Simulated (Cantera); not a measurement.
A freely propagating, adiabatic, planar premixed flame of C2H6 : O2 : N2 : CO2 = 1 : 4.67 : 17.5 : 3 (molar parts), unburnt at 350 K and 500000 Pa; mixture-averaged transport, grid criteria slope 0.08 and curve 0.16, no radiation.

Model: GRI-Mech 3.0 (53 species, 325 reactions), integrated in Cantera. Burning velocities carry a grid error of a few per cent, more on coarse grids.

x: mole fraction of selected species; z is measured from the peak of heat release.

| z (mm) | T (K) | u (m/s) | x C2H6 | x O2 | x CO2 | x CH4 | x CH2CO | x HCO |
|---|---|---|---|---|---|---|---|---|
| -0.757 | 351 | 0.0967 | 0.0382 | 0.178 | 0.115 | 5.39e-7 | 4.81e-8 | <1e-8 |
| -0.505 | 358 | 0.0987 | 0.0381 | 0.178 | 0.115 | [?] | [?] | <1e-8 |
| -0.379 | 385 | 0.106 | 0.0377 | 0.175 | 0.115 | 1.71e-5 | 5.98e-6 | <1e-8 |
| -0.252 | 506 | 0.141 | 0.0353 | 0.164 | 0.116 | 6.94e-5 | 4.80e-5 | <1e-8 |
| -0.126 | 881 | 0.248 | 0.0236 | 0.128 | 0.126 | 0.000225 | 0.000290 | <1e-8 |
| -0.0631 | [?] | 0.338 | [?] | [?] | [?] | [?] | 0.000583 | [?] |
| 0 | 1518 | 0.432 | 0.000347 | 0.0629 | 0.155 | 0.000263 | 0.000563 | 4.03e-6 |
| 0.0631 | 1656 | 0.469 | 6.72e-8 | 0.0502 | 0.171 | 1.06e-5 | 2.73e-5 | 1.66e-7 |
| 0.126 | 1708 | 0.482 | <1e-8 | 0.0466 | 0.179 | 2.32e-7 | 5.65e-7 | <1e-8 |
| 0.252 | 1747 | 0.492 | <1e-8 | 0.0443 | 0.184 | <1e-8 | <1e-8 | <1e-8 |
| 0.505 | 1765 | 0.496 | <1e-8 | 0.0434 | 0.186 | <1e-8 | <1e-8 | <1e-8 |
| 1.01 | 1770 | 0.497 | <1e-8 | 0.0432 | 0.187 | <1e-8 | <1e-8 | <1e-8 |
| 2.02 | 1772 | 0.498 | <1e-8 | 0.0432 | 0.187 | <1e-8 | <1e-8 | <1e-8 |

Task: Fill in the missing entries.

Result: 
- -0.505, x CH4: 4.27e-6
- -0.505, x CH2CO: 7.68e-7
- -0.0631, T (K): 1193
- -0.0631, x C2H6: 0.0106
- -0.0631, x O2: 0.0960
- -0.0631, x CO2: 0.137
- -0.0631, x CH4: 0.000354
- -0.0631, x HCO: 1.52e-7
